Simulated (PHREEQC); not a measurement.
# Brine: speciation

A solution holds 1.4 mol NaCl and 2.8 mol CaCl2 per kg of water, at 20 °C. It is in equilibrium with CO2 at log p = -2 (atm). Otherwise closed; pH follows from the charge balance.

All values are PHREEQC results (Pitzer model, pitzer.dat), not measurements.

```json
{
 "pH": "4.53",
 "ionic_strength": "9.80 mol/kgw",
 "activity_of_water": "0.695",
 "density": "1.254 g/cm³",
 "osmotic_coefficient": "1.805"
}
```

```csv
species,molality,activity,log γ
Cl-,7.00,4.98,-0.148
Ca+2,2.80,37.0,1.121
Na+,1.40,4.63,0.520
CO2,0.000119,0.000392,0.518
H+,1.99e-6,2.97e-5,1.175
HCO3-,1.89e-6,3.89e-6,0.314
CO3-2,3.92e-8,5.38e-12,-3.862
OH-,1.90e-8,1.60e-10,-2.075
```

This is a speciation only: nothing precipitates in the calculation. In brines, pH and single-ion activities rest on the MacInnes convention.
